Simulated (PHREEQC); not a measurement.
Make-up at 25 °C: 0.05 mol CdCl2, 5.1e-05 mol NiCl2, 0.00033 mol H2SO4 and 0.00066 mol Na2SO4 per kg of water. Closed to the air; pH follows from the charge balance.

Model: ion-association model, wateq4f.dat, run in PHREEQC.

```json
[
 {"quantity": "pH", "before": "3.27", "after": "4.22"},
 {"quantity": "ionic strength (mol/kgw)", "before": "0.0749", "after": "0.0118"},
 {"quantity": "Cl- (mol/kgw)", "before": "0.0592", "after": "0.00826"},
 {"quantity": "CdCl+ (mol/kgw)", "before": "0.0310", "after": "0.00166"},
 {"quantity": "Cd+2 (mol/kgw)", "before": "0.0138", "after": "0.00327"},
 {"quantity": "CdCl2 (mol/kgw)", "before": "0.00470", "after": "4.55e-5"},
 {"quantity": "SI of CdOHCl (CdOHCl)", "before": "-3.84", "after": "-4.11"},
 {"quantity": "SI of Halite (NaCl)", "before": "-5.89", "after": "-7.64"}
]
```

What was changed between the two runs?
A. diluted 10-fold with water
B. CdCl2 from 0.05 to 0.005 mol/kgw
C. diluted 100-fold with water
D. H2SO4 replaced by Fe2(SO4)3 at the same molality

A, diluted 10-fold with water

No solid was allowed to form.
